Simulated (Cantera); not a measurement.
## Premixed flame

A freely propagating, adiabatic, planar premixed flame of H₂ : O₂ : N₂ = 1 : 0.417 : 1.67 (molar parts), unburnt at 650 K and 1.00 atm; mixture-averaged transport, grid criteria slope 0.08 and curve 0.16, no radiation.

Cantera simulation using the H2/O2 subset of GRI-Mech 3.0, which has no nitrogen chemistry; the numbers are that mechanism's predictions, not measurements. Burning velocities carry a grid error of a few per cent, more on coarse grids.

| z (mm) | T (K) | u (m/s) | x H₂ | x O₂ | x H₂O | x OH | x HO₂ | x H |
|---|---|---|---|---|---|---|---|---|
| -1.46 | 650 | 9.11 | 0.324 | 0.135 | <1e-8 | <1e-8 | <1e-8 | <1e-8 |
| -0.971 | 650 | 9.11 | 0.324 | 0.135 | <1e-8 | <1e-8 | <1e-8 | <1e-8 |
| -0.728 | 650 | 9.11 | 0.324 | 0.135 | <1e-8 | <1e-8 | <1e-8 | <1e-8 |
| -0.485 | 650 | 9.11 | 0.324 | 0.135 | 3.89e-8 | <1e-8 | 4.45e-7 | 5.95e-8 |
| -0.243 | 661 | 9.23 | 0.321 | 0.135 | 0.000516 | 4.07e-5 | 0.000191 | 0.000208 |
| -0.121 | 833 | 11.4 | 0.293 | 0.130 | 0.0157 | 0.000697 | 0.000173 | 0.00706 |
| 0 | 1268 | 16.8 | 0.178 | 0.0874 | 0.107 | 0.00405 | 7.50e-5 | 0.0477 |
| 0.121 | 1578 | 20.6 | 0.0859 | 0.0309 | 0.209 | 0.0102 | 2.49e-5 | 0.0747 |
| 0.243 | 1720 | 22.3 | 0.0712 | 0.0183 | 0.232 | 0.0131 | 1.33e-5 | 0.0708 |
| 0.485 | 1870 | 24.0 | 0.0712 | 0.0142 | 0.242 | 0.0152 | 8.99e-6 | 0.0580 |
| 0.971 | 2029 | 25.8 | 0.0718 | 0.0111 | 0.253 | 0.0163 | 6.06e-6 | 0.0440 |
| 1.94 | 2183 | 27.4 | 0.0707 | 0.00804 | 0.265 | 0.0160 | 3.88e-6 | 0.0314 |
| 3.88 | 2319 | 28.8 | 0.0682 | 0.00523 | 0.278 | 0.0143 | 2.38e-6 | 0.0212 |
x: mole fraction of selected species; z is measured from the peak of heat release.

laminar burning velocity: 911 cm/s
thermal thickness: 0.485 mm
peak x(OH): 0.0164
peak x(HO₂): 0.000245
peak x(H): 0.0751
grid points: 136
